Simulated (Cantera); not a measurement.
Charge: 1 mol Fe₂O₃, 1.2 mol O₂, 0.16 mol CO₂, held at 100 Torr.

Cantera equilibrium calculation (NASA polynomials, part measured and part estimated; ideal gas, pure solids and liquids). Candidate condensed phases: C, Fe, Fe(CO)₅, FeO, Fe₂O₃, Fe₃O₄; 15 gas species. Equilibrium is a limit: real reactors are often held back by kinetics, nucleation or transport.

Problem. Which condensed phases are stable at each of these points (T (°C)): 525, 625, 725, 825, 925, 1025, 1125, 1225, 1325, 1425, 1525?

Solution. 
| T (°C) | condensed phases | Fe condensed (%) |
|---|---|---|
| 525 | Fe₂O₃(s) | 100.0 |
| 625 | Fe₂O₃(s) | 100.0 |
| 725 | Fe₂O₃(s) | 100.0 |
| 825 | Fe₂O₃(s) | 100.0 |
| 925 | Fe₂O₃(s) | 100.0 |
| 1025 | Fe₂O₃(s) | 100.0 |
| 1125 | Fe₂O₃(s) | 100.0 |
| 1225 | Fe₂O₃(s) | 100.0 |
| 1325 | Fe₂O₃(s) | 100.0 |
| 1425 | Fe₃O₄(s) | 100.0 |
| 1525 | Fe₃O₄(s) | 100.0 |

From 525 °C to 1325 °C the condensed part is Fe₂O₃(s). From 1425 °C to 1525 °C the condensed part is Fe₃O₄(s).
